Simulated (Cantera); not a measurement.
An isothermal, constant-pressure homogeneous reactor starts with CO : O₂ : H₂O : N₂ = 0.001 : 0.029 : 0.054 : 1 (molar parts), at 1150 K and 1.00 bar.

Cantera simulation using GRI-Mech 3.0 (53 species, 325 reactions); the numbers are that mechanism's predictions, not measurements.

x: mole fraction; the columns are a selection and need not sum to one.

| t (s) | x CO | x O₂ | x H₂O | x O | x H₂ | x NO |
|---|---|---|---|---|---|---|
| 9.00e-6 | 0.000923 | 0.0268 | 0.0498 | 4.66e-12 | <1e-12 | <1e-12 |
| 2.17e-5 | 0.000923 | 0.0268 | 0.0498 | 1.08e-11 | <1e-12 | <1e-12 |
| 5.22e-5 | 0.000923 | 0.0268 | 0.0498 | 2.42e-11 | <1e-12 | <1e-12 |
| 0.000126 | 0.000923 | 0.0268 | 0.0498 | 4.99e-11 | <1e-12 | <1e-12 |
| 0.000303 | 0.000923 | 0.0268 | 0.0498 | 9.77e-11 | 5.87e-12 | <1e-12 |
| 0.000731 | 0.000923 | 0.0268 | 0.0498 | 2.42e-10 | 6.09e-11 | <1e-12 |
| 0.00176 | 0.000922 | 0.0268 | 0.0498 | 1.41e-9 | 8.53e-10 | <1e-12 |
| 0.00424 | 0.000922 | 0.0268 | 0.0498 | (withheld) | (withheld) | <1e-12 |
| 0.0102 | 0.000711 | 0.0266 | 0.0498 | 8.05e-6 | 1.41e-5 | 3.30e-11 |
| 0.0246 | 0.000228 | 0.0264 | 0.0498 | 2.88e-6 | 6.35e-6 | 1.65e-10 |
| 0.0593 | 4.84e-5 | 0.0263 | 0.0498 | 6.27e-7 | 1.33e-6 | 2.30e-10 |
| 0.143 | 7.62e-6 | 0.0263 | 0.0498 | 1.22e-7 | 2.25e-7 | 2.68e-10 |
| 0.345 | 9.41e-7 | 0.0263 | 0.0498 | 2.55e-8 | 3.56e-8 | 2.91e-10 |
| 0.830 | (withheld) | 0.0263 | 0.0498 | (withheld) | (withheld) | 3.03e-10 |
| 2.00 | 3.06e-9 | 0.0263 | 0.0498 | 2.37e-9 | 1.98e-9 | 3.10e-10 |

**Question.** Fill in the missing entries.

**Answer.** 
- 0.00424, x O: 7.18e-8
- 0.00424, x H₂: 5.73e-8
- 0.830, x CO: 8.00e-8
- 0.830, x O: 6.55e-9
- 0.830, x H₂: 6.33e-9
